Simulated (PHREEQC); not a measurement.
Solution (25 °C): 1.3 mol/kgw CaCl2 and 0.27 mol/kgw NaCl. Closed to the air; pH follows from the charge balance.

Equilibrium calculation in PHREEQC: Pitzer model, pitzer.dat.

**Question.** The ionic strength comes out as 4.17 mol/kgw. What activity coefficients do Cl-, Ca+2, Na+ get?

**Answer.** Cl- 0.58, Ca+2 0.62, Na+ 1.2. Single-ion values are on the MacInnes scale.

This is a speciation only: nothing precipitates in the calculation. Complexes and solids missing from the database can't appear.
